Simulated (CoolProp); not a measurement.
A closed Brayton cycle with nitrogen: compressor inlet 312.15 K and 7.7 MPa, high pressure 17 MPa, turbine inlet 645 K, compressor efficiency 0.8, turbine efficiency 0.85, recuperator effectiveness 0.9 (on enthalpy, no pinch check). Each further row changes one setting.

Computed with CoolProp (reference Helmholtz-energy equation of state, Span 2000).

```tsv
case	thermal efficiency (%)	net work (kJ/kg)	compressor to turbine work	compressor exit (K)	turbine exit (K)
as stated	10.6	14.8	0.88	412.2	536.3
turbine inlet 595 K	4.2	5.29	0.95	412.2	493.6
compressor inlet 322.15 K	8.0	11.1	0.91	425.4	536.3
high pressure 14.4 MPa	13.3	16.2	0.84	389.2	557.4
recuperator effectiveness 0.5	7.6	14.8	0.88	412.2	536.3
```
